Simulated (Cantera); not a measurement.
An adiabatic, constant-pressure homogeneous reactor starts with CO : H2 : CH4 : O2 : N2 = 1 : 0.04 : 0.43 : 1.25 : 4.72 (molar parts), equivalence ratio 1.1, at 1200 K and 1000000 Pa. Integrator tolerance rtol = 1e-08.

Detailed kinetics in Cantera: GRI-Mech 3.0 (53 species, 325 reactions).

What does this change do: CH4 0.43 to 0.32 parts?


```
quantity                                                            before                                      after
---------------------------------  ---------------------------------------  -----------------------------------------
time of steepest temperature rise                                  3.20 ms                                    1.75 ms
temperature at 0.400 s                                              2801 K                                     2756 K
equilibrium temperature                                             2801 K                                     2756 K
x(CO) at 0.400 s                     0.0632 (gas-phase equilibrium 0.0632)      0.0382 (gas-phase equilibrium 0.0382)
x(H2) at 0.400 s                   0.00748 (gas-phase equilibrium 0.00748)    0.00328 (gas-phase equilibrium 0.00328)
x(CH4) at 0.400 s                    <1e-12 (gas-phase equilibrium <1e-12)      <1e-12 (gas-phase equilibrium <1e-12)
x(CH2CO) at 0.400 s                  <1e-12 (gas-phase equilibrium <1e-12)      <1e-12 (gas-phase equilibrium <1e-12)
x(CH2O) at 0.400 s                 1.90e-9 (gas-phase equilibrium 1.90e-9)  5.04e-10 (gas-phase equilibrium 5.04e-10)
```
